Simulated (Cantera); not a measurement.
## Pyrogenic steam for wet oxidation

An isothermal, constant-pressure homogeneous reactor starts with 16.5 % H₂, 12.7 % O₂, 70.9 % N₂, at 1400 K and 0.415 atm.

Computed with Cantera and the H2/O2 subset of GRI-Mech 3.0, which has no nitrogen chemistry. The temperature is held fixed by assumption; the heat of reaction is taken as removed at once.

```csv
t (s),x H₂,x O₂,x H,x OH,x H₂O₂
2.00e-5,0.165,0.127,7.62e-6,1.15e-6,5.80e-9
7.52e-5,0.0229,0.0599,0.0632,0.00759,1.67e-6
0.000283,0.00939,0.0511,0.0126,0.00464,1.84e-6
0.00106,0.00101,0.0482,0.000359,0.00140,7.31e-7
0.00399,6.49e-5,0.0482,5.90e-6,0.000360,1.35e-7
0.0150,7.45e-6,0.0482,2.51e-7,0.000127,2.65e-8
0.0565,1.50e-6,0.0483,2.40e-8,5.82e-5,6.78e-9
0.212,6.23e-7,0.0483,6.49e-9,3.72e-5,3.08e-9
0.798,5.73e-7,0.0483,5.72e-9,3.56e-5,2.85e-9
3.00,5.73e-7,0.0483,5.72e-9,3.56e-5,2.85e-9
```
x: mole fraction; the columns are a selection and need not sum to one.

Equilibrium at this temperature and pressure: H₂ 5.73e-7, O₂ 0.0483, H 5.72e-9, OH 3.56e-5, H₂O₂ 2.85e-9 (gas phase only).
